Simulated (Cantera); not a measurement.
Feed: 1 mol AlN, 18 mol Cl2, 1.5 mol N2, at 2.80 Pa.

Cantera equilibrium calculation (NASA polynomials, part measured and part estimated; ideal gas, pure solids and liquids). Candidate condensed phases: Al, AlCl3, AlN; 11 gas species. The numbers say what is thermodynamically allowed, not how fast it happens. All values below are at 1050 °C.

Base state: Cl 0.827, Cl2 0.0831, N2 0.0602, AlCl3 0.0301 (mole fractions); condensed: gas only.

Task: What changes in the equilibrium state with this change: AlN replaced by BN?

Result: 
| species | before | after |
|---|---|---|
| Cl | 0.827 | 0.827 |
| Cl2 | 0.0831 | 0.0831 |
| N2 | 0.0602 | 0.0602 |
| BCl3 | 0 | 0.0301 |
| AlCl3 | 0.0301 | 0 |
Further candidate phases: B, BN.
